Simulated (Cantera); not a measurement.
Feed: 1 mol SiCl₄, 0.13 mol H₂O, 72 mol H₂, at 1275 K and 1330 Pa.

These are equilibrium values from Cantera (NASA tables, ideal gas, pure condensed phases), not measurements of a reactor. Mutual solubility and eutectic melting of coexisting phases are not modelled. The tables' values for SiCl₃ are old estimates; treat these amounts as uncertain. The tables hold silica as quartz up to 1696 K and as liquid above; real silica turns to tridymite and cristobalite and melts near 1996 K. Equilibrium is a limit: real reactors are often held back by kinetics, nucleation or transport.

```
species                before     after
-------------------  --------  --------
H₂                      0.952     0.950
HCl                    0.0422    0.0424
SiCl₂                 0.00485   0.00531
SiO                  0.000306   0.00175
SiCl₄                0.000151   3.57e-5
H                     6.23e-6   2.01e-5
SiHCl₃               0.000137   4.59e-5
SiH₂Cl₂               1.73e-5   8.59e-6
SiCl₃                0.000335  0.000195
Si(s), mol              0.517     0.454
SiO₂(β-quartz), mol    0.0536         0
```
Gas species are given as mole fractions.

**Question.** Which change was made?
(A) temperature from 1275 K to 798.15 K
(B) pressure from 1330 Pa to 79000 Pa
(C) temperature from 1275 K to 725 K
(D) temperature from 1275 K to 1350 K

**Answer.** D, temperature from 1275 K to 1350 K
